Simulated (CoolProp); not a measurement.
Values from CoolProp's reference Helmholtz-energy equation of state, Schmidt 1985.

Task: Give the vapour pressure (MPa), liquid density (kg/m³), vapour density (kg/m³), liquid cp (kJ/(kg K)) of saturated oxygen at -191.45, -170.95 °C.

Result: 
| T (°C) | p (MPa) | liquid density (kg/m³) | vapour density (kg/m³) | liquid cp (kJ/(kg K)) |
|---|---|---|---|---|
| -191.45 | 0.0377 | 1180 | 1.81 | 1.68 |
| -170.95 | 0.304 | 1080 | 12.3 | 1.75 |
